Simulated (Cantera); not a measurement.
Input (Python, Cantera) and output of one run.

```python
import numpy as np
import cantera as ct

gas_names = [...]  # 123 gases of nasa_gas.yaml made of C, H, O, S
cond_names = """
    C(gr) C6H6(L) C7H8(L) C8H18(L),n-octa H2O(s) H2O(L) H2SO4(L) S(cr1) S(cr2) S(L)
""".split()


# ... load() reads the species with a 1 bar reference pressure and builds the phases ...
atoms = {
    'CS2': {'C': 1, 'S': 2},
    'H2': {'H': 2},
    'O2': {'O': 2},
}
top_T = {'C(gr)': 4500}  # K; cautious upper limits of use, not melting points


# ... equilibrate(T, P, feed) seeds the gas with the atoms and calls Mixture.equilibrate('TP', solver="vcs", rtol=1e-11, max_steps=5000) ...
results = []
feed = {'CS2': 1, 'H2': 3.1, 'O2': 0.043}  # mol
P = 1333.22  # Pa
for T in [2775, 2850, 2925, 3000, 3075, 3150, 3225]:
    mix = equilibrate(T, P, feed)
    results.append((T, P, feed, dict(zip(mix.species_names, mix.species_moles))))
    x = sorted(zip(gas.X, gas.species_names), reverse=True)
    print(f"T = {T:g} K  P = {P:g} Pa  gas = {mix.phase_moles(0):.4g} mol")
    print("   x: " + "  ".join(f"{s} {v:.3e}" for v, s in x if v > 0.001))
    print("   condensed (mol): " + ("  ".join(f"{mix.phase(i).name} {mix.phase_moles(i):.4g}"
          for i in range(1, mix.n_phases) if mix.phase_moles(i) > 1e-12) or "none"))
```

Output:

```
T = 2775 K  P = 1333.22 Pa  gas = 6.148 mol
   x: H 3.632e-01  H2 3.138e-01  CS 1.466e-01  S 1.289e-01  SH 1.648e-02  S2 1.436e-02  CO 1.399e-02  CS2 2.031e-03
   condensed (mol): none
T = 2850 K  P = 1333.22 Pa  gas = 6.456 mol
   x: H 4.286e-01  H2 2.589e-01  CS 1.403e-01  S 1.345e-01  CO 1.332e-02  SH 1.323e-02  S2 9.493e-03  CS2 1.236e-03
   condensed (mol): none
T = 2925 K  P = 1333.22 Pa  gas = 6.766 mol
   x: H 4.914e-01  H2 2.071e-01  S 1.371e-01  CS 1.342e-01  CO 1.271e-02  SH 1.029e-02  S2 6.141e-03
   condensed (mol): none
T = 3000 K  P = 1333.22 Pa  gas = 7.064 mol
   x: H 5.482e-01  H2 1.607e-01  S 1.376e-01  CS 1.287e-01  CO 1.217e-02  SH 7.832e-03  S2 3.947e-03
   condensed (mol): none
T = 3075 K  P = 1333.22 Pa  gas = 7.333 mol
   x: H 5.966e-01  S 1.371e-01  CS 1.240e-01  H2 1.214e-01  CO 1.173e-02  SH 5.876e-03  S2 2.552e-03
   condensed (mol): none
T = 3150 K  P = 1333.22 Pa  gas = 7.563 mol
   x: H 6.357e-01  S 1.363e-01  CS 1.200e-01  H2 8.980e-02  CO 1.137e-02  SH 4.381e-03  S2 1.676e-03
   condensed (mol): none
T = 3225 K  P = 1333.22 Pa  gas = 7.751 mol
   x: H 6.657e-01  S 1.356e-01  CS 1.167e-01  H2 6.542e-02  CO 1.109e-02  SH 3.265e-03  S2 1.124e-03
   condensed (mol): none
```

Method: chemical equilibrium by Gibbs-energy minimisation in Cantera with the NASA 1993 tables (ideal gas, pure condensed phases).
